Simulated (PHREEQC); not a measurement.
Make-up at 25 °C: 0.17 mol/kgw H3PO4 and 0.0108 mol/kgw K2HPO4. It is in equilibrium with CO2 at log p = 0 (atm). Otherwise closed; pH follows from the charge balance.

Equilibrium calculation in PHREEQC: ion-association model, wateq4f.dat.

This is a speciation only: nothing precipitates in the calculation.

### Question
Estimate the pH.

### Answer
pH 1.64.

### Question
In which forms is P present?

### Answer
H3PO4 73 %, H2PO4- 27 % of the P.

Species that the database lacks are ignored. H3PO4, which wateq4f.dat lacks, is added to it with the constant of phreeqc.dat.
